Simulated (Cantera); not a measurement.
A perfectly stirred reactor is fed with CH4 : CO : O2 : N2 = 1 : 0.86 : 2.79 : 10.5 (molar parts), equivalence ratio 0.87, at 5.00 bar; it is adiabatic with a 350 K inlet, and is followed from long to short residence time, starting on the burning branch (τ in s: 0.16, 0.069, 0.03, 0.013, 0.0058, 0.0025, 0.0011, 0.00049, 0.00021, 9.4e-05, 4.1e-05, 1.8e-05).

Cantera simulation using GRI-Mech 3.0 (53 species, 325 reactions); the numbers are that mechanism's predictions, not measurements.

### Question
Predict: blow-out, bracketed by the residence times tried; x(CH4) at τ = 0.160 s; x(CO) at τ = 0.160 s; x(O2) at τ = 0.160 s; x(O) at τ = 0.160 s; x(CH3) at τ = 0.160 s; x(CH4) at τ = 1.10 ms; x(CO) at τ = 1.10 ms; x(O2) at τ = 1.10 ms; x(O) at τ = 1.10 ms; x(CH3) at τ = 1.10 ms.

### Answer
* **blow-out, bracketed by the residence times tried**: burning at 41.0 µs, out at 18.0 µs
* **x(CH4) at τ = 0.160 s**: 6.48e-7
* **x(CO) at τ = 0.160 s**: 0.00228
* **x(O2) at τ = 0.160 s**: 0.0240
* **x(O) at τ = 0.160 s**: 0.000195
* **x(CH3) at τ = 0.160 s**: 2.77e-7
* **x(CH4) at τ = 1.10 ms**: 4.31e-5
* **x(CO) at τ = 1.10 ms**: 0.00910
* **x(O2) at τ = 1.10 ms**: 0.0285
* **x(O) at τ = 1.10 ms**: 0.000715
* **x(CH3) at τ = 1.10 ms**: 1.62e-5
